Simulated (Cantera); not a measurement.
Cantera run:

```python
import numpy as np
import cantera as ct

gas_names = """
    CL Ca
""".split()
cond_names = """
    CaCL2(s) CaCL2(L)
""".split()


# ... load() reads the species with a 1 bar reference pressure and builds the phases ...
species = {s.name: s for s in load("nasa_gas.yaml", gas_names) + load("nasa_condensed.yaml", cond_names)}
# Each term lists the table entries of one substance; the one whose range holds T is used.
reactions = {
    '2 Cl(g) + Ca(g) = CaCl2':
        [(-2, ['CL']), (-1, ['Ca']), (1, ['CaCL2(s)', 'CaCL2(L)'])],
}


def pick(names, T):
    return next(species[n] for n in names if species[n].thermo.min_temp <= T <= species[n].thermo.max_temp)


results = []
for label, terms in reactions.items():
    print(label)
    print("     T/K   dH/kJ  dS/(J/K)   dG/kJ   log10 K")
    for T in [2323, 2348, 2373, 2398, 2423, 2448, 2473, 2498, 2523, 2548, 2573]:
        used = [(nu, pick(names, T)) for nu, names in terms]
        dH = sum(nu * s.thermo.h(T) for nu, s in used) / 1e6
        dS = sum(nu * s.thermo.s(T) for nu, s in used) / 1e3
        dG = dH - T * dS / 1e3
        logK = -dG * 1e6 / (ct.gas_constant * T * np.log(10))
        results.append((label, T, dH, dS, dG, logK, [s.name for _, s in used]))
        print(f"{T:8g} {dH:8.1f} {dS:8.1f} {dG:8.1f} {logK:8.2f}")
```

Output:

```
2 Cl(g) + Ca(g) = CaCl2
     T/K   dH/kJ  dS/(J/K)   dG/kJ   log10 K
    2323  -1128.2   -306.9   -415.2     9.34
    2348  -1127.2   -306.5   -407.6     9.07
    2373  -1126.2   -306.1   -399.9     8.80
    2398  -1125.3   -305.7   -392.3     8.54
    2423  -1124.3   -305.3   -384.6     8.29
    2448  -1123.3   -304.9   -377.0     8.04
    2473  -1122.4   -304.5   -369.4     7.80
    2498  -1121.4   -304.1   -361.8     7.57
    2523  -1120.5   -303.7   -354.2     7.33
    2548  -1119.5   -303.3   -346.6     7.11
    2573  -1118.6   -303.0   -339.0     6.88
```

Source: NASA polynomial tables (part measured, part estimated), evaluated in Cantera. Condensed species are held in their standard states even where they would react or evaporate.
